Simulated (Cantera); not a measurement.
A closed system holds: 1 mol trisilylamine, 6.9 mol N2, held at 1802 °C.

Cantera equilibrium calculation (NASA polynomials, part measured and part estimated; ideal gas, pure solids and liquids). Candidate condensed phases: Si, Si3N4; 18 gas species. The feed counts by its element totals alone. The tables' values for SiN are old estimates; treat these amounts as uncertain. Gases not in the tables: Si2H6 and higher silanes. The numbers say what is thermodynamically allowed, not how fast it happens.

x: gas mole fraction; n: condensed amount in mol.

| P (Pa) | x N2 | x H2 | x Si | x H | x Si2 | x SiH | n Si(l) | n Si3N4(s) |
|---|---|---|---|---|---|---|---|---|
| 5 | 0.456 | 0.194 | 0.184 | 0.166 | [?] | 0.000328 | 0 | 0 |
| 21 | 0.475 | 0.243 | 0.189 | 0.0906 | [?] | 0.000773 | 0 | 0 |
| 85 | 0.529 | 0.297 | 0.120 | 0.0498 | [?] | 0.00109 | 1.23 | 0 |
| 350 | 0.595 | 0.348 | 0.0291 | 0.0266 | [?] | 0.000582 | 2.61 | 0 |
| 1400 | 0.613 | 0.366 | 0.00728 | 0.0136 | [?] | 0.000298 | 2.90 | 0 |
| 5900 | 0.619 | 0.373 | 0.00173 | 0.00669 | [?] | 0.000147 | 2.97 | 0 |
| 24000 | 0.620 | 0.376 | 0.000424 | 0.00333 | [?] | 7.30e-5 | 2.99 | 0 |
| 100000 | 0.545 | 0.453 | 8.62e-5 | 0.00179 | [?] | 3.32e-5 | 0 | 0.999 |

Task: Fill in the missing entries.

Result: 
- 5, x Si2: 0.000204
- 21, x Si2: 0.000908
- 85, x Si2: 0.00148
- 350, x Si2: 0.000359
- 1400, x Si2: 8.97e-5
- 5900, x Si2: 2.13e-5
- 24000, x Si2: 5.24e-6
- 100000, x Si2: 8.99e-7
